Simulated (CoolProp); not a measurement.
The fluid at 250.11 K and 0.0387 MPa is throttled through a valve to 0.0089 MPa with no heat exchange. The same conditions are run with several fluids, on thermodynamics alone (safety and materials aside).

Model: reference Helmholtz-energy equation of state of each fluid (c-C4F8 (RC318): Platzer 1990; dry air: Lemmon 2000; chloromethane (R40): Thol 2014; nitrous oxide: Lemmon 2006; carbon dioxide: Span 1996), in CoolProp. The equations of Platzer and Polt are older, rougher fits. Blends and air are pseudo-pure fits.

```csv
fluid,temperature change (K),final density (kg/m³)
c-C4F8 (RC318),[?],[?]
dry air,[?],[?]
chloromethane (R40),[?],[?]
nitrous oxide,-0.5,0.189
carbon dioxide,-0.5,0.189
```

### Question
What belongs in the gaps?

### Answer

- c-C4F8 (RC318), temperature change (K): -0.7
- c-C4F8 (RC318), final density (kg/m³): 0.863
- dry air, temperature change (K): -0.1
- dry air, final density (kg/m³): 0.124
- chloromethane (R40), temperature change (K): -2.1
- chloromethane (R40), final density (kg/m³): 0.219
